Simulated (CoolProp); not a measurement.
Neopentane along the isotherm 476.2 K: fugacity coefficient from the reference equation and from simpler models built on Tc = 433.7 K, pc = 3.196 MPa, ω = 0.196; each cubic takes its own stable root.

Computed with CoolProp (reference Helmholtz-energy equation of state, Lemmon 2006). It is a short technical equation, of lower accuracy than the large ones.

```csv
p (MPa),phase,reference,van der Waals,Peng-Robinson
0.123,gas,0.9905,0.9909,0.9891
0.246,gas,0.9809,0.9819,0.9783
0.369,gas,0.9715,0.9728,0.9675
0.492,gas,0.9620,0.9638,0.9568
0.615,gas,0.9526,0.9548,0.9462
0.738,gas,0.9432,0.9458,0.9357
0.861,gas,0.9339,0.9368,0.9253
0.983,gas,0.9246,0.9279,0.9150
1.11,gas,0.9150,0.9187,0.9044
1.23,gas,0.9060,0.9099,0.8944
1.35,gas,0.8970,0.9012,0.8845
1.48,gas,0.8872,0.8918,0.8739
1.6,gas,0.8783,0.8831,0.8641
```
